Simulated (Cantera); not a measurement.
A closed system holds: 1 mol CsCl, a varied amount of H2, equilibrated at 1450 °C and 1.00 bar.

Equilibrium computed with Cantera from the NASA thermochemical tables; the gas is ideal and each condensed phase is pure. Candidate condensed phases: Cs, CsCl; 9 gas species. Kinetics and transport are ignored.

x: gas mole fraction; nothing condenses.

```csv
n(H2) (mol),x H2,x CsCl,x Cs2Cl2,x Cs,x HCl
2.6,0.726,0.262,0.00805,0.00203,0.00203
7.4,0.881,0.115,0.00155,0.00141,0.00141
12,0.922,0.0745,0.000653,0.00115,0.00115
17,0.944,0.0539,0.000342,0.000983,0.000983
22,0.956,…,…,…,…
27,0.963,0.0346,0.000141,0.000792,0.000792
31,0.968,…,…,0.000742,0.000742
36,0.972,0.0262,8.06e-5,0.000690,0.000690
41,0.975,0.0230,6.24e-5,0.000648,0.000648
```

**Question.** Complete the blanks.

**Answer.** 
- 22, x CsCl: 0.0422
- 22, x Cs2Cl2: 0.000209
- 22, x Cs: 0.000873
- 22, x HCl: 0.000872
- 31, x CsCl: 0.0303
- 31, x Cs2Cl2: 0.000108
